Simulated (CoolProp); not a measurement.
Ethylbenzene at several states: fugacity coefficient from the reference equation and from simpler models built on Tc = 617.1 K, pc = 3622 kPa, ω = 0.304; each cubic takes its own stable root.

The numbers come from the reference Helmholtz-energy equation of state, Zhou 2012 in CoolProp.

```
T (K)  p (kPa)   phase  reference  van der Waals  Redlich-Kwong  Soave-Redlich-Kwong  Peng-Robinson
-----  -------  ------  ---------  -------------  -------------  -------------------  -------------
263       15.5  liquid   0.007968         0.9913        0.04265             0.007881       0.009259
429        231  liquid     0.6828         0.9558         0.9405               0.6908         0.6878
216.9      210  liquid   6.872e-6        0.02864       5.856e-5             7.314e-6       9.851e-6
375.5     39.6  liquid     0.9160         0.9898         0.9854               0.9095         0.9283
```

At some of these states van der Waals, Redlich-Kwong gives the other phase, because its saturation line lies elsewhere.
